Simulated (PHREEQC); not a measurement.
Make-up at 25 °C: 0.034 mol KH2PO4 and 0.0023 mol HF per kg of water. Closed to the air; pH follows from the charge balance.

Model: ion-association model, phreeqc.dat, run in PHREEQC.

Question: The ionic strength comes out as 0.0344 mol/kgw. What activity coefficients do H2PO4-, K+, F-, HPO4-2, HF2- get?

Answer: H2PO4- 0.85, K+ 0.84, F- 0.84, HPO4-2 0.51, HF2- 0.84.

This is a speciation only: nothing precipitates in the calculation.
